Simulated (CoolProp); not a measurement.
Vapour-liquid equilibrium of hydrogen sulfide (1) + n-pentane (2) at 0.168 MPa; x and y are mole fractions of (1).

Model: multi-fluid Helmholtz-energy mixture model, Lemmon 2006 and Thol 2019; pair parameters Kunz 2012, in CoolProp.

Question: Give the bubble temperature and the first vapour's composition at x = 0.2, 0.35, 0.725. Is there an azeotrope?

Answer: x = 0.2: 248.8 K, y = 0.964; x = 0.35: 234.3 K, y = 0.987; x = 0.725: 227.6 K, y = 0.994. No azeotrope shows between x = 0.05 and 0.95.

Pair parameters are fitted to limited data, so mixtures are less certain than the pure fluids. With so large a gap from Raoult's law the liquid may split in two, which this calculation doesn't test in full.
